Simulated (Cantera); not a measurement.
**MgO + N2 (sublimation and decomposition of ceramics)**

Charge: 1 mol MgO, 4 mol N2, at 7.35 Torr.

Method: chemical equilibrium by Gibbs-energy minimisation in Cantera with the NASA 1993 tables (ideal gas, pure condensed phases). Candidate condensed phases: Mg, MgO; 13 gas species. Equilibrium is a limit: real reactors are often held back by kinetics, nucleation or transport.

From 1875 K to 2175 K the condensed part is MgO(s). The main Mg-bearing gas is Mg throughout. The share of Mg in condensed phases is highest at 1875 K (100.0 %) and lowest at 2175 K (98.2 %).

| T (K) | log p N2 | log p Mg | log p O2 | log p NO | log p O | log p MgO | log p N | log p MgN | n MgO(s) |
|---|---|---|---|---|---|---|---|---|---|
| 1875 | -2.01 | -6.14 | -6.97 | -6.37 | -7.10 | -8.82 | -10.88 | -12.14 | 1.000 |
| 1925 | -2.01 | -5.82 | -6.56 | -6.10 | -6.72 | -8.35 | -10.54 | -11.71 | 0.999 |
| 1975 | -2.01 | -5.50 | -6.19 | -5.85 | -6.35 | -7.90 | -10.21 | -11.30 | 0.999 |
| 2025 | -2.01 | -5.20 | -5.84 | -5.62 | -6.01 | -7.47 | -9.89 | -10.91 | 0.997 |
| 2075 | -2.01 | -4.92 | -5.51 | -5.40 | -5.69 | -7.07 | -9.60 | -10.54 | 0.995 |
| 2125 | -2.01 | -4.64 | -5.21 | -5.19 | -5.39 | -6.68 | -9.31 | -10.18 | 0.991 |
| 2175 | -2.01 | -4.37 | -4.92 | -5.00 | -5.10 | -6.31 | -9.04 | -9.83 | 0.982 |
log p: log10 of the partial pressure in bar; n: condensed amount in mol.
